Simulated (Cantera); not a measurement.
An isothermal, constant-pressure homogeneous reactor starts with 5.24 % H₂, 24.9 % O₂, 69.8 % N₂, equivalence ratio 0.10, at 975 K and 10.00 Torr.

Model: the H2/O2 subset of GRI-Mech 3.0, which has no nitrogen chemistry, integrated in Cantera. Radical loss at walls, strong at low pressure, is not modelled. The temperature is held fixed by assumption; the heat of reaction is taken as removed at once.

One state of this run: x H₂ = 2.00e-6; x O₂ = 0.229; x H₂O = 0.0538; x O = 9.93e-6; x OH = 2.80e-5; x H₂O₂ = 2.21e-8. x: mole fraction; the columns are a selection and need not sum to one.

Task: Which value of t (s) does it belong to?
A. 7.43
B. 20.0
C. 0.381
D. 1.02

Result: D, 1.02
